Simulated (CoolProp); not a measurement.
Values from CoolProp's reference Helmholtz-energy equation of state, Zhou 2014.

Q: For cyclohexane, give the phase and the cv (kJ/(kg K)), viscosity (µPa s) at 620 K and 0.129 MPa; 620 K and 1.12 MPa; 620 K and 9.68 MPa.

A: 
- 620 K and 0.129 MPa: gas; cv 2.66, viscosity 13.6
- 620 K and 1.12 MPa: gas; cv 2.67, viscosity 14.0
- 620 K and 9.68 MPa: supercritical; cv 2.80, viscosity 46.6

Viscosity comes from a separate model (Tariq 2014).
